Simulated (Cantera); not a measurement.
An adiabatic, constant-volume homogeneous reactor starts with H2 : O2 : N2 = 1 : 0.758 : 2.85 (molar parts), at 1000 K and 3750 Torr. Integrator tolerance rtol = 1e-08.

Cantera simulation using the H2/O2 subset of GRI-Mech 3.0, which has no nitrogen chemistry; the numbers are that mechanism's predictions, not measurements. The hydrogen kinetics of GRI-Mech 3.0 are dated; newer H2 mechanisms differ, most at raised pressure.

Question: What does this change do: initial temperature 1000 to 1325 K?

Answer: 
```csv
quantity,before,after
time of steepest temperature rise,12.2 ms,5.78 µs
temperature at 7.00 s,2756 K,2909 K
equilibrium temperature,2756 K,2909 K
x(H2) at 7.00 s,0.00489 (gas-phase equilibrium 0.00489),0.00933 (gas-phase equilibrium 0.00933)
x(O2) at 7.00 s,0.0590 (gas-phase equilibrium 0.0590),0.0577 (gas-phase equilibrium 0.0577)
x(OH) at 7.00 s,0.0175 (gas-phase equilibrium 0.0175),0.0259 (gas-phase equilibrium 0.0259)
x(H) at 7.00 s,0.00140 (gas-phase equilibrium 0.00140),0.00365 (gas-phase equilibrium 0.00365)
x(H2O2) at 7.00 s,2.26e-6 (gas-phase equilibrium 2.26e-6),2.45e-6 (gas-phase equilibrium 2.45e-6)
x(HO2) at 7.00 s,2.85e-5 (gas-phase equilibrium 2.85e-5),3.53e-5 (gas-phase equilibrium 3.53e-5)
```

Question: What does this change do: H2 1 to 0.42 parts?

Answer: 
```json
[
 {"quantity": "time of steepest temperature rise", "before": "12.2 ms", "after": "18.6 ms"},
 {"quantity": "temperature at 7.00 s", "before": "2756 K", "after": "1955 K"},
 {"quantity": "equilibrium temperature", "before": "2756 K", "after": "1955 K"},
 {"quantity": "x(H2) at 7.00 s", "before": "0.00489 (gas-phase equilibrium 0.00489)", "after": "1.95e-5 (gas-phase equilibrium 1.95e-5)"},
 {"quantity": "x(O2) at 7.00 s", "before": "0.0590 (gas-phase equilibrium 0.0590)", "after": "0.143 (gas-phase equilibrium 0.143)"},
 {"quantity": "x(OH) at 7.00 s", "before": "0.0175 (gas-phase equilibrium 0.0175)", "after": "0.000894 (gas-phase equilibrium 0.000894)"},
 {"quantity": "x(H) at 7.00 s", "before": "0.00140 (gas-phase equilibrium 0.00140)", "after": "1.74e-6 (gas-phase equilibrium 1.74e-6)"},
 {"quantity": "x(H2O2) at 7.00 s", "before": "2.26e-6 (gas-phase equilibrium 2.26e-6)", "after": "2.01e-7 (gas-phase equilibrium 2.01e-7)"},
 {"quantity": "x(HO2) at 7.00 s", "before": "2.85e-5 (gas-phase equilibrium 2.85e-5)", "after": "3.23e-6 (gas-phase equilibrium 3.23e-6)"}
]
```

Question: What does this change do: H2 1 to 2.8 parts?

Answer: 
```
quantity                                                            before                                      after
---------------------------------  ---------------------------------------  -----------------------------------------
time of steepest temperature rise                                  12.2 ms                                    8.03 ms
temperature at 7.00 s                                               2756 K                                     2933 K
equilibrium temperature                                             2756 K                                     2933 K
x(H2) at 7.00 s                    0.00489 (gas-phase equilibrium 0.00489)        0.220 (gas-phase equilibrium 0.220)
x(O2) at 7.00 s                      0.0590 (gas-phase equilibrium 0.0590)  0.000135 (gas-phase equilibrium 0.000135)
x(OH) at 7.00 s                      0.0175 (gas-phase equilibrium 0.0175)    0.00617 (gas-phase equilibrium 0.00617)
x(H) at 7.00 s                     0.00140 (gas-phase equilibrium 0.00140)      0.0167 (gas-phase equilibrium 0.0167)
x(H2O2) at 7.00 s                  2.26e-6 (gas-phase equilibrium 2.26e-6)    1.70e-7 (gas-phase equilibrium 1.70e-7)
x(HO2) at 7.00 s                   2.85e-5 (gas-phase equilibrium 2.85e-5)    4.62e-7 (gas-phase equilibrium 4.62e-7)
```
